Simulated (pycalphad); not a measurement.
An equivalent pycalphad script:

```python
from pycalphad import Database, equilibrium, calculate, variables as v
import numpy as np
db = Database('COST507.tdb')
comps = ['FE', 'SI', 'VA']
phases = ['BCC_B2', 'DIAMOND_A4', 'FCC_A1', 'FE2SI', 'FE5SI3', 'FESI', 'FESI2_H', 'FESI2_L', 'LIQUID']
eq = equilibrium(db, comps, phases, {v.X('SI'): 0.0058, v.T: np.arange(2250, 499, -40), v.P: 101325, v.N: 1}, output=['HM', 'SM'])
```

All values are pycalphad results on the COST 507 light-alloy database (1999) (1 atm), not direct measurements. The data set is of 1999 and partly superseded. Phase fractions are per mole of atoms. Kinetics are ignored, which matters at the lower temperatures.

Results at three of the temperatures:

```
T = 1490.00 K, P = 101325 Pa, N = 1 mol of atoms
G = -80809 J/mol, H = 44529 J/mol, S = 84.12 J/(mol K)  (SER reference)
chemical potentials (J/mol): Fe -80009, Si -217841
phase             fraction      x(Fe)      x(Si)
FCC_A1              1.0000     0.9942     0.0058
```

```
T = 890.00 K, P = 101325 Pa, N = 1 mol of atoms
G = -36077 J/mol, H = 18549 J/mol, S = 61.38 J/(mol K)  (SER reference)
chemical potentials (J/mol): Fe -35269, Si -174527
phase             fraction      x(Fe)      x(Si)
BCC_A2              1.0000     0.9942     0.0058
```

```
T = 810.00 K, P = 101325 Pa, N = 1 mol of atoms
G = -31325 J/mol, H = 15196 J/mol, S = 57.43 J/(mol K)  (SER reference)
chemical potentials (J/mol): Fe -30520, Si -169272
phase             fraction      x(Fe)      x(Si)
BCC_A2              1.0000     0.9942     0.0058
```

Changes of the phase set, refined by bisection:

| T (K) | phases above | phases below |
|---|---|---|
| 1806.4 | liquid | bcc + liquid |
| 1803.6 | bcc + liquid | bcc |
| 1652.2 | bcc | bcc + fcc |
| 1650.7 | bcc + fcc | fcc |
| 1208.2 | fcc | bcc + fcc |
| 1202.8 | bcc + fcc | bcc |

FCC_A1 is fcc; BCC_A2 is bcc.
